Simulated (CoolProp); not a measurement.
Model: reference Helmholtz-energy equation of state, Gao 2020, in CoolProp.

For ammonia, give the phase and the density (kg/m³), cp (kJ/(kg K)), isothermal compressibility (1/MPa), viscosity (µPa s) at 279.2 K and 45000 kPa; 333.5 K and 45000 kPa.


- 279.2 K and 45000 kPa: liquid; density 658, cp 4.39, isothermal compressibility 0.000816, viscosity 196
- 333.5 K and 45000 kPa: liquid; density 593, cp 4.54, isothermal compressibility 0.00143, viscosity 122

Viscosity comes from a separate model (Fenghour 1995).
